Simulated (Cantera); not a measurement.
## Equilibrium for hydrogen reduction and annealing atmospheres: Nb2O5 + H2

A closed system holds: 1 mol Nb2O5, 6.8 mol H2, equilibrated at 21.8 Torr.

Method: chemical equilibrium by Gibbs-energy minimisation in Cantera with the NASA 1993 tables (ideal gas, pure condensed phases). Candidate condensed phases: H2O, Nb, NbO, NbO2, Nb2O5; 12 gas species. Mutual solubility and eutectic melting of coexisting phases are not modelled. Condensed phases not in the tables: the oxides between NbO2 and Nb2O5. Kinetics and transport are ignored.

From 725 °C to 1325 °C the condensed part is NbO2(s) + Nb2O5(s). From 1425 °C to 1525 °C the condensed part is NbO2(s).

```
T (°C)   x H2    x H2O       x H      x OH    x NbO2       x O     x NbO      x O2  n NbO2(s)  n Nb2O5(s)
------  -----  -------  --------  --------  --------  --------  --------  --------  ---------  ----------
725     0.995  0.00531   1.26e-8    <1e-12    <1e-12    <1e-12    <1e-12    <1e-12     0.0723       0.964
825     0.989   0.0108   1.44e-7  6.92e-12    <1e-12    <1e-12    <1e-12    <1e-12      0.146       0.927
925     0.979   0.0207   1.10e-6  1.85e-10    <1e-12    <1e-12    <1e-12    <1e-12      0.282       0.859
1025    0.964   0.0362   6.18e-6   3.00e-9  1.86e-12    <1e-12    <1e-12    <1e-12      0.492       0.754
1125    0.942   0.0577   2.70e-5   3.26e-8  7.88e-11    <1e-12    <1e-12    <1e-12      0.785       0.607
1225    0.914   0.0856   9.65e-5   2.56e-7   2.00e-9  2.35e-11    <1e-12  1.03e-12       1.16       0.418
1325    0.880    0.119  0.000293   1.55e-6   3.33e-8  4.29e-10  1.23e-11  2.67e-11       1.63       0.187
1425    0.852    0.147  0.000784   6.95e-6   3.94e-7   5.12e-9  2.19e-10  3.97e-10       2.00           0
1525    0.851    0.147   0.00191   2.16e-5   3.51e-6   3.76e-8   3.45e-9   2.87e-9       2.00           0
```
x: gas mole fraction; n: condensed amount in mol.
